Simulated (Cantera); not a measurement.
A perfectly stirred reactor is fed with H₂ : O₂ : N₂ = 1 : 0.595 : 4.4 (molar parts), equivalence ratio 0.84, at 3750 Torr; it is adiabatic with a 500 K inlet, and is followed from long to short residence time, starting on the burning branch (τ in s: 0.023, 0.013, 0.0073, 0.0042, 0.0024, 0.0013, 0.00076, 0.00043, 0.00025, 0.00014, 7.9e-05).

Detailed kinetics in Cantera: the H2/O2 subset of GRI-Mech 3.0, which has no nitrogen chemistry. The hydrogen kinetics of GRI-Mech 3.0 are dated; newer H2 mechanisms differ, most at raised pressure.

### Question
What does this change do: H2 1 to 1.6 parts?

### Answer
| quantity | before | after |
|---|---|---|
| blow-out, bracketed by the residence times tried | burning at 79.0 µs, the shortest tried | burning at 79.0 µs, the shortest tried |
| x(H₂) at τ = 23.0 ms | 0.000339 | 0.0680 |
| x(O₂) at τ = 23.0 ms | 0.0172 | 7.29e-5 |
| x(H₂O) at τ = 23.0 ms | 0.181 | 0.198 |
| x(H₂O₂) at τ = 23.0 ms | 2.20e-7 | 1.88e-8 |
| x(O) at τ = 23.0 ms | 4.47e-5 | 2.85e-6 |
| x(H₂) at τ = 1.30 ms | 0.00204 | 0.0674 |
| x(O₂) at τ = 1.30 ms | 0.0178 | 0.000378 |
| x(H₂O) at τ = 1.30 ms | 0.179 | 0.196 |
| x(H₂O₂) at τ = 1.30 ms | 7.24e-7 | 1.36e-7 |
| x(O) at τ = 1.30 ms | 0.000270 | 4.30e-5 |
